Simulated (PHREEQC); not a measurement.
A column of 1 m (40 cells, dispersivity 0.05 m, 720 s a shift, diffusion coefficient 3e-10 m²/s) holds 0.007 eq of the database's cation exchanger X per kg of pore water, first in equilibrium with 0.0025 mol SrCl2 and 1e-05 mol HCl per kg of water. It is flushed with 0.0021 mol/kgw CaCl2, 0.001 mol/kgw NaCl and 1e-05 mol/kgw HCl, at 25 °C. Values are for the last cell. The system is closed to CO2. Nothing may precipitate in this run.

Equilibrium calculation in PHREEQC: ion-association model, phreeqc.dat.

```
pore volumes  Ca in solution (mol/kgw)  Na in solution (mol/kgw)  Sr in solution (mol/kgw)  SrX2 on the exchanger (mol/kgw)  NaX on the exchanger (mol/kgw)
------------  ------------------------  ------------------------  ------------------------  -------------------------------  ------------------------------
0                                    0                         0                   0.00250                          0.00350                               0
0.3125                        8.57e-14                   2.86e-8                   0.00250                          0.00350                             [?]
0.4625                         1.10e-9                   5.29e-6                   0.00250                          0.00350                         2.60e-7
0.7625                         1.70e-6                  0.000190                   0.00243                          0.00349                         9.44e-6
1.062                          3.14e-5                  0.000571                   0.00225                          0.00345                         2.93e-5
1.212                          7.44e-5                  0.000724                   0.00214                          0.00339                         3.78e-5
1.512                         0.000235                  0.000901                   0.00191                          0.00317                         4.82e-5
1.812                         0.000476                  0.000968                   0.00164                          0.00283                         5.28e-5
1.962                         0.000613                  0.000981                   0.00150                          0.00263                         5.41e-5
2.263                         0.000888                  0.000993                   0.00121                          0.00221                         5.57e-5
2.413                          0.00102                  0.000996                   0.00108                          0.00201                         5.62e-5
2.712                          0.00126                  0.000998                  0.000844                          0.00161                         5.72e-5
3.013                          0.00146                  0.000999                  0.000644                          0.00126                         5.80e-5
3.163                          0.00154                  0.000999                  0.000559                          0.00110                         5.83e-5
3.462                          0.00168                  0.000999                  0.000416                              [?]                         5.88e-5
3.763                          0.00180                  0.000999                  0.000304                         0.000622                         5.93e-5
3.913                          0.00184                  0.000999                  0.000259                         0.000533                         5.95e-5
4.213                          0.00191                  0.001000                       [?]                         0.000386                             [?]
4.513                          0.00197                  0.001000                  0.000132                         0.000276                         6.00e-5
4.662                          0.00199                  0.001000                  0.000111                         0.000232                         6.01e-5
4.963                          0.00202                  0.001000                   7.74e-5                         0.000163                         6.02e-5
```

Some entries are withheld; supply them.


- 0.3125, NaX on the exchanger (mol/kgw): 1.41e-9
- 3.462, SrX2 on the exchanger (mol/kgw): 0.000837
- 4.213, Sr in solution (mol/kgw): 0.000186
- 4.213, NaX on the exchanger (mol/kgw): 5.98e-5
